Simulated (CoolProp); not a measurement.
Properties of fluorine at several states.

Model: reference Helmholtz-energy equation of state, de Reuck 1990, in CoolProp.

```tsv
T (°C)	p (MPa)	phase	density (kg/m³)	cv (kJ/(kg K))	speed of sound (m/s)	expansivity (1/kK)
-45.65	0.0161	gas	0.3235	0.5728	…	4.399
-104.05	20	supercritical	…	0.6881	376.2	…
-121.35	2.14	gas	73.82	0.6043	…	…
-6.45	2.13	gas	37.07	0.5936	282.5	4.018
-57.35	0.0167	gas	0.3538	…	255.7	4.638
-84.95	6.85	supercritical	…	0.6325	225.8	10.69
```

Task: Complete the blanks.

Result: 
- -45.65, speed of sound (m/s): 262.3
- -104.05, density (kg/m³): 907.3
- -104.05, expansivity (1/kK): 11.05
- -121.35, speed of sound (m/s): 201.6
- -121.35, expansivity (1/kK): 10.02
- -57.35, cv (kJ/(kg K)): 0.5682
- -84.95, density (kg/m³): 206.8
